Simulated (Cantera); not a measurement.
Input: 1 mol Si, a varied amount of N2O, 360 mol H2, at 1525 K and 1.33 mbar.

Equilibrium computed with Cantera from the NASA thermochemical tables; the gas is ideal and each condensed phase is pure. Candidate condensed phases: H2O, Si, SiO2, Si2N2O, Si3N4; 35 gas species. Kinetics and transport are ignored.

What share of the Si ends up in condensed phases as a function of n(N2O) (mol), at 0.015, 0.033, 0.068, 0.14, 0.3, 0.64, 1.3?


```json
[
 {"n(N2O) (mol)": "0.015", "Si condensed (%)": "97.9", "as": "Si(s)"},
 {"n(N2O) (mol)": "0.033", "Si condensed (%)": "96.1", "as": "Si(s)"},
 {"n(N2O) (mol)": "0.068", "Si condensed (%)": "92.6", "as": "Si(s)"},
 {"n(N2O) (mol)": "0.14", "Si condensed (%)": "85.4", "as": "Si(s)"},
 {"n(N2O) (mol)": "0.3", "Si condensed (%)": "69.4", "as": "Si(s)"},
 {"n(N2O) (mol)": "0.64", "Si condensed (%)": "35.4", "as": "Si(s)"},
 {"n(N2O) (mol)": "1.3", "Si condensed (%)": "0.0", "as": "-"}
]
```
